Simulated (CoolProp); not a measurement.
Properties of m-xylene at several states.

Computed with CoolProp (reference Helmholtz-energy equation of state, Zhou 2012).

```tsv
T (K)	p (MPa)	phase	Z	Prandtl number
409.9	0.336	liquid	0.01381	?
535.3	0.185	gas	?	?
566.1	2.21	liquid	?	3.00
```

### Question
Fill in the missing entries.

### Answer

- 409.9, Prandtl number: 4.63
- 535.3, Z: 0.9689
- 535.3, Prandtl number: 0.721
- 566.1, Z: 0.08982

Viscosity comes from a separate model (Cao 2016). Thermal conductivity comes from a separate model (Mylona 2014).
